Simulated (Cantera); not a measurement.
## Silicon nitride deposition: SiHCl3 + N2 + H2

Input: 1 mol SiHCl3, 69 mol N2, 1 mol H2, at 1373 K.

Cantera equilibrium calculation (NASA polynomials, part measured and part estimated; ideal gas, pure solids and liquids). Candidate condensed phases: NH4Cl, Si, Si3N4; 28 gas species. N2 is the only nitrogen source here; it is nearly inert below about 1500 K, so the nitride shown seldom forms there in practice. The tables' values for SiCl3 are old estimates; treat these amounts as uncertain. Rates play no part.

| P (Pa) | x N2 | x HCl | x H2 | x SiCl2 | x SiCl4 | n Si3N4(s) |
|---|---|---|---|---|---|---|
| 5 | 0.958 | 0.0176 | 0.0120 | 0.0119 | 2.64e-6 | 0.0462 |
| 26 | 0.958 | 0.0232 | 0.00928 | 0.00891 | 2.32e-5 | 0.115 |
| 140 | 0.958 | 0.0282 | 0.00684 | 0.00582 | 0.000163 | 0.180 |
| 710 | 0.959 | 0.0312 | 0.00540 | 0.00305 | 0.000671 | 0.229 |
| 3700 | 0.960 | 0.0320 | 0.00503 | 0.00114 | 0.00148 | 0.256 |
| 19000 | 0.960 | 0.0315 | 0.00530 | 0.000353 | 0.00216 | 0.264 |
| 100000 | 0.961 | 0.0304 | 0.00584 | 9.85e-5 | 0.00268 | 0.261 |
x: gas mole fraction; n: condensed amount in mol.

From 5.00 Pa to 100000 Pa the condensed part is Si3N4(s). The main Si-bearing gas is SiCl2 at 5.00 Pa and SiCl4 at 100000 Pa. The share of Si in condensed phases is highest at 19000 Pa (79.1 %) and lowest at 5.00 Pa (13.9 %).
